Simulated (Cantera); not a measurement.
Hydrocarbon pyrolysis for carbon deposition

An isothermal, constant-pressure homogeneous reactor starts with C₂H₆ : N₂ = 1 : 10 (molar parts), at 1050 K and 100.0 Torr.

Computed with Cantera and GRI-Mech 3.0 (53 species, 325 reactions). GRI-Mech 3.0 stops at C3 and has no aromatics, soot or wall deposition, so with more carbon than oxygen in the feed, carbon stays in small species such as C2H2 where larger ones or solid carbon would form.

```tsv
t (s)	x C₂H₆	x CH₃	x H₂	x C₂H	x C₂H₂
0.000800	0.0909	3.87e-7	2.21e-7	<1e-12	<1e-12
0.00197	0.0909	6.00e-7	2.59e-6	<1e-12	4.27e-12
0.00487	0.0909	7.32e-7	2.41e-5	<1e-12	3.36e-10
0.0120	0.0907	1.16e-6	0.000170	<1e-12	1.68e-8
0.0296	0.0899	2.28e-6	0.000899	<1e-12	4.96e-7
0.0730	0.0872	2.63e-6	0.00324	<1e-12	6.44e-6
0.180	0.0806	2.49e-6	0.00898	<1e-12	4.60e-5
0.444	0.0658	2.19e-6	0.0220	<1e-12	0.000244
1.10	0.0384	1.60e-6	0.0462	<1e-12	0.00103
2.70	0.0102	7.91e-7	0.0720	<1e-12	0.00334
6.66	0.00179	3.21e-7	0.0818	<1e-12	0.00698
16.4	0.000915	2.39e-7	0.0858	<1e-12	0.0113
40.5	0.000833	2.56e-7	0.0900	<1e-12	0.0173
100	0.000754	2.95e-7	0.0919	1.00e-12	0.0224
```
x: mole fraction; the columns are a selection and need not sum to one.

Equilibrium at this temperature and pressure: C₂H₆ 5.79e-5, CH₃ 1.85e-7, H₂ 0.0321, C₂H <1e-12, C₂H₂ 0.0153 (gas phase only).
